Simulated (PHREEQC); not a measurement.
Make-up at 20 °C: 0.0009 mol Cu(NO3)2, 0.057 mol HCl and 0.0029 mol Na2SO4 per kg of water. Closed to the air; pH follows from the charge balance.

Equilibrium calculation in PHREEQC: ion-association model, phreeqc.dat.

This is a speciation only: nothing precipitates in the calculation.

**Question.** Estimate the pH, density, specific conductance.

**Answer.** pH 1.33; density 1.000 g/cm³; specific conductance 18600 µS/cm.

**Question.** In which forms is S present?

**Answer.** HSO4- 68 %, SO4-2 31 %, CuSO4 1.0 % of the S.
